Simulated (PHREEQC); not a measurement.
PHREEQC input (ion-association model, wateq4f.dat):

```
SOLUTION_MASTER_SPECIES
  An  An-  0  An  62.0  # stands for a non-complexing anion
SOLUTION_SPECIES
  An- = An-
    -log_k 0
    -gamma 3.0 0
  PO4-3 + 3H+ = H3PO4  # constants of phreeqc.dat
    -log_k 21.721
    -delta_h -10.1 kJ
PHASES
  Fix_H+
    H+ = H+
    -log_k 0
SOLUTION 1
  temp 25
  units mmol/kgw
  pH 7 charge
  P 0.0029
  Na 5.01845
  As(5) 0.0076
  As(3) 0.00035
  An 5
END
SELECTED_OUTPUT 1
  -reset false
  -pH true
  -pe true
  -ionic_strength true
  -water true
  -totals As Na P As(3) As(5)
  -molalities Hfo_wOH Hfo_wOH2+ Hfo_wO- Hfo_sOH Hfo_sOH2+ Hfo_sO- Hfo_wH2PO4 Hfo_wHPO4- Hfo_wPO4-2 Hfo_wH2AsO3
    Hfo_wH2AsO4 Hfo_wHAsO4- Hfo_wOHAsO4-3
  -saturation_indices Arsenolite
USER_PUNCH 1
  -headings sigma psi
  10 PUNCH EDL("sigma", "Hfo"), EDL("psi", "Hfo")
PRINT
  -reset false
USE solution 1
SURFACE 1
  Hfo_wOH 3.37079e-05 600 0.015
  Hfo_sOH 8.42697e-07
EQUILIBRIUM_PHASES 1
  Fix_H+ -4 HAn 10
    -force_equality true
END
# ... the last block is repeated for the other 16 points of pH, with NaOH or the acid as the point needs
```

Selected output (columns that matter, 17 of 17 rows; pH added in front):

```
pH	mu	As	Na	P	m_Hfo_wOH	m_Hfo_wOH2+	m_Hfo_wO-	m_Hfo_sOH	m_Hfo_sOH2+	m_Hfo_sO-	m_Hfo_wH2PO4	si_Arsenolite	sigma	psi
4	0.0051301	1.5722e-07	0.0050184	1.4728e-09	4.8051e-06	1.8182e-05	2.909e-08	1.7593e-07	6.6571e-07	1.0651e-09	3.534e-07	-12.23	0.095188	0.16043
4.5	0.0050553	1.3329e-07	0.0050184	2.3554e-09	6.409e-06	1.6528e-05	5.6934e-08	2.3488e-07	6.0573e-07	2.0866e-09	2.4032e-07	-12.377	0.064222	0.14071
5	0.005031	1.2118e-07	0.0050184	4.8788e-09	7.5677e-06	1.5331e-05	8.5579e-08	2.7747e-07	5.6209e-07	3.1377e-09	1.8546e-07	-12.47	0.040396	0.11733
5.5	0.005023	1.1737e-07	0.0050184	1.2066e-08	8.3242e-06	1.4554e-05	1.0907e-07	3.0516e-07	5.3354e-07	3.9983e-09	1.5706e-07	-12.525	0.023989	0.091535
6	0.0050202	1.2378e-07	0.0050184	3.3832e-08	8.8232e-06	1.4066e-05	1.2679e-07	3.2305e-07	5.15e-07	4.6424e-09	1.4033e-07	-12.56	0.013347	0.06433
6.5	0.0050191	1.5735e-07	0.0050184	1.0613e-07	9.2445e-06	1.3734e-05	1.4255e-07	3.3693e-07	5.0057e-07	5.1954e-09	1.2608e-07	-12.589	0.0064263	0.036563
7	0.0050189	2.9768e-07	0.0050184	3.6256e-07	9.932e-06	1.3418e-05	1.6842e-07	3.5588e-07	4.8078e-07	6.0348e-09	1.0241e-07	-12.634	0.0015334	0.009427
7.5	0.0050197	8.2177e-07	0.0050184	1.0727e-06	1.1656e-05	1.2854e-05	2.4216e-07	3.9684e-07	4.3761e-07	8.2443e-09	5.7689e-08	-12.74	-0.0024502	-0.014935
8	0.0050218	2.1003e-06	0.0050184	2.0318e-06	1.4959e-05	1.1589e-05	4.4233e-07	4.6705e-07	3.6184e-07	1.3811e-08	1.7457e-08	-12.916	-0.0062006	-0.035443
8.5	0.0050241	3.8254e-06	0.0050185	2.6107e-06	1.9051e-05	9.354e-06	8.8889e-07	5.4804e-07	2.6908e-07	2.557e-08	3.096e-09	-13.108	-0.010259	-0.053304
9	0.0050356	5.329e-06	0.0050283	2.8195e-06	2.2546e-05	6.7303e-06	1.7302e-06	6.1276e-07	1.8292e-07	4.7025e-08	4.0619e-10	-13.289	-0.015223	-0.070098
9.5	0.0050632	6.5006e-06	0.0050549	2.8801e-06	2.4637e-05	4.536e-06	3.0655e-06	6.44e-07	1.1857e-07	8.0131e-08	4.5635e-11	-13.509	-0.022044	-0.08726
10	0.0051407	7.3431e-06	0.0051317	2.8958e-06	2.527e-05	3.0848e-06	4.7421e-06	6.4341e-07	7.8545e-08	1.2074e-07	4.6883e-12	-13.892	-0.032747	-0.10628
10.5	0.0053787	7.7631e-06	0.0053692	2.8993e-06	2.4854e-05	2.1828e-06	6.4832e-06	6.2483e-07	5.4875e-08	1.6299e-07	4.527e-13	-14.531	-0.050983	-0.1274
11	0.0061307	7.8987e-06	0.0061199	2.8999e-06	2.3461e-05	1.4401e-06	8.7556e-06	5.8742e-07	3.6058e-08	2.1922e-07	4.0112e-14	-15.38	-0.081235	-0.14778
11.5	0.0085427	7.9365e-06	0.0085292	2.9e-06	2.0249e-05	7.3932e-07	1.2706e-05	5.0644e-07	1.849e-08	3.1777e-07	2.8568e-15	-16.337	-0.13171	-0.16401
12	0.016474	7.9466e-06	0.016458	2.9e-06	1.3726e-05	2.1841e-07	1.976e-05	3.4318e-07	5.4607e-09	4.9406e-07	1.1442e-16	-17.349	-0.21482	-0.17225
```

H3PO4, which wateq4f.dat lacks, is added to it with the constant of phreeqc.dat.
